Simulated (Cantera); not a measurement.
Charge: 1 mol H2S, 0.054 mol H2O, held at 11.0 Pa.

These are equilibrium values from Cantera (NASA tables, ideal gas, pure condensed phases), not measurements of a reactor. Candidate condensed phases: H2O, H2SO4, S; 19 gas species. Gases not in the tables: S3 to S7. Rates play no part.

x: gas mole fraction; nothing condenses.

```tsv
T (K)	x H2S	x H2	x S2	x H2O
600	0.937	0.00827	0.00414	0.0510
700	0.886	?	?	0.0501
800	0.748	0.136	0.0682	0.0477
900	?	?	?	?
1000	0.296	0.442	0.221	0.0399
1100	0.150	0.541	0.271	0.0373
1200	0.0752	0.592	0.295	0.0360
1300	0.0397	0.615	0.307	0.0352
1400	0.0224	0.626	0.311	0.0344
```

Question: Some entries are withheld; supply them.

Answer: 
- 900, x H2S: 0.521
- 900, x H2: 0.290
- 900, x S2: 0.145
- 900, x H2O: 0.0438
- 700, x H2: 0.0428
- 700, x S2: 0.0214
